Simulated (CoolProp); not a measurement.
Properties of acetone along the isotherm 448.7 K (Tc = 508.1 K, pc = 4.692 MPa, ω = 0.307).

The numbers come from the reference Helmholtz-energy equation of state, Lemmon 2006 in CoolProp. It is a short technical equation, of lower accuracy than the large ones.

| p (MPa) | phase | Z | cv (kJ/(kg K)) | speed of sound (m/s) | isothermal compressibility (1/MPa) | expansivity (1/kK) |
|---|---|---|---|---|---|---|
| 0.0223 | gas | 0.9971 | (withheld) | 264.0 | 44.98 | 2.253 |
| 0.0507 | gas | 0.9933 | 1.588 | 263.2 | 19.86 | 2.285 |
| 0.115 | gas | 0.9847 | 1.597 | 261.4 | 8.832 | 2.359 |
| 0.262 | gas | 0.9646 | 1.617 | (withheld) | 3.960 | 2.544 |
| 0.597 | gas | 0.9166 | 1.666 | 246.8 | 1.838 | 3.058 |
| 1.36 | gas | 0.7895 | 1.813 | 218.9 | 0.9758 | 5.184 |
| 3.09 | liquid | 0.08293 | (withheld) | 505.0 | 0.01018 | 3.540 |
| 7.04 | liquid | 0.1827 | 1.867 | 581.6 | 0.007116 | 2.806 |

Task: Some entries are withheld; supply them.

Result: 
- 0.0223, cv (kJ/(kg K)): 1.585
- 0.262, speed of sound (m/s): 257.1
- 3.09, cv (kJ/(kg K)): 1.881
